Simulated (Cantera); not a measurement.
A closed system holds: 1 mol Si3N4, 2.4 mol HCl, 81 mol N2, held at 1350 K and 13.3 mbar.

Equilibrium computed with Cantera from the NASA thermochemical tables; the gas is ideal and each condensed phase is pure. Candidate condensed phases: NH4Cl, Si, Si3N4; 28 gas species. The tables' values for SiCl3 are old estimates; treat these amounts as uncertain. Rates play no part.

Base state: N2 0.972, HCl 0.0224, H2 0.00315, SiCl2 0.00119, SiCl4 0.000676, SiCl3 0.000402 (mole fractions); condensed: Si3N4(s).

### Question
What changes in the equilibrium state with this change: temperature from 1350 K to 1148.15 K?

### Answer
```tsv
species	before	after
N2	0.972	0.973
HCl	0.0224	0.0229
H2	0.00315	0.00293
SiCl2	0.00119	2.17e-5
SiCl4	0.000676	0.00141
SiCl3	0.000402	5.27e-5
Si3N4(s), mol	0.937	0.959
```
